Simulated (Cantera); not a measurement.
Input (Python, Cantera) and output of one run.

```python
import numpy as np
import cantera as ct

gas_names = """
    H H2 Hg
""".split()
cond_names = """
    Hg(cr) Hg(L)
""".split()


# ... load() reads the species with a 1 bar reference pressure and builds the phases ...
atoms = {
    'Hg': {'Hg': 1},
    'H2': {'H': 2},
}
top_T = {}  # K; cautious upper limits of use, not melting points


# ... equilibrate(T, P, feed) seeds the gas with the atoms and calls Mixture.equilibrate('TP', solver="vcs", rtol=1e-11, max_steps=5000) ...
results = []
feed = {'Hg': 1, 'H2': 6}  # mol
T = 475  # K
for P in [10, 42, 180, 750, 3200, 13000, 56000, 240000, 1000000]:
    mix = equilibrate(T, P, feed)
    results.append((T, P, feed, dict(zip(mix.species_names, mix.species_moles))))

top = {s: max(r[3][s] / sum(r[3][g] for g in gas_names) for r in results) for s in gas_names}
cols = sorted((s for s in top if top[s] > 0.001), key=lambda s: -top[s])[:5]
seen = [c for c in cond_names if any(r[3].get(c, 0) > 1e-12 for r in results)]
print("log10 of partial pressures in bar; condensed amounts in mol")
print(f"{'P/Pa':>10s}" + "".join(f"{s[:9]:>10s}" for s in cols + seen))
for T, P, feed, n in results:
    ng = sum(n[g] for g in gas_names)
    print(f"{P:10.4g}" + "".join(f"{np.log10(max(n[s] / ng * P / 1e5, 1e-99)):10.3f}" for s in cols)
          + "".join(f"{n.get(c, 0):10.4g}" for c in seen))
```

Output:

```
log10 of partial pressures in bar; condensed amounts in mol
      P/Pa        H2        Hg     Hg(L)
        10    -4.067    -4.845         0
        42    -3.444    -4.222         0
       180    -2.812    -3.590         0
       750    -2.192    -2.970         0
      3200    -1.562    -2.340         0
   1.3e+04    -0.953    -1.731         0
   5.6e+04    -0.271    -1.615    0.7283
   2.4e+05     0.376    -1.615    0.9387
     1e+06     0.999    -1.615    0.9854
```

Equilibrium computed with Cantera from the NASA thermochemical tables; the gas is ideal and each condensed phase is pure.
